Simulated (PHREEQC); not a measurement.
Make-up at 25 °C and 100 atm: 0.083 mol/kgw HF and 0.000756 mol/kgw NH3. Closed to the air; pH follows from the charge balance.

The numbers come from PHREEQC with the ion-association model, phreeqc.dat.

This is a speciation only: nothing precipitates in the calculation.

**Question.** Order these F species by the share of F that they hold, largest first: F-, HF, HF2-.

**Answer.** HF (87 %), F- (8.8 %), HF2- (4.6 %)

The pH is 2.11 and the ionic strength 0.00919 mol/kgw. Under pressure, the constants of complexes without a molar volume in the database are unreliable.
